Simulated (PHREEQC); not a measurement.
A solution holds 0.0014 mol/kgw NH4HF2, 0.064 mol/kgw (NH4)2SiF6 and 0.077 mol/kgw H3BO3, at 25 °C. Closed to the air; pH follows from the charge balance.

All values are PHREEQC results (ion-association model, wateq4f.dat), not measurements.

The pH is 3.62, the ionic strength is 0.183 mol/kgw and the total alkalinity comes out as -257 meq/kg.

| species | molality | activity | log γ |
|---|---|---|---|
| NH4+ | 0.129 | 0.0971 | -0.125 |
| H3BO3 | 0.0572 | 0.0596 | 0.018 |
| SiF6-2 | 0.0532 | 0.0163 | -0.512 |
| H4SiO4 | 0.0109 | 0.0113 | 0.018 |
| BF4- | 0.00996 | 0.00687 | -0.161 |
| BF2(OH)2- | 0.00582 | 0.00402 | -0.161 |
| BF3OH- | 0.00395 | 0.00272 | -0.161 |
| F- | 0.00357 | 0.00255 | -0.146 |

No solid was allowed to form. Saturation is exceeded, for instance for SiO2(a), Quartz (slow to form); the values hold only as long as no solid forms. SiF6-2 is the database's only silicon fluoride. Real BF4- forms and hydrolyses slowly; the run takes it at equilibrium.
